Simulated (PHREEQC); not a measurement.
Solution (57 °C): 0.22 mol/kgw HNO3 and 5e-06 mol/kgw CO2. Closed to the air; pH follows from the charge balance.

Equilibrium calculation in PHREEQC: ion-association model, phreeqc.dat.

This is a speciation only: nothing precipitates in the calculation.

Predict the pH, density.

pH 0.76; density 0.991 g/cm³.

Constants without temperature data keep their 25 °C values here.
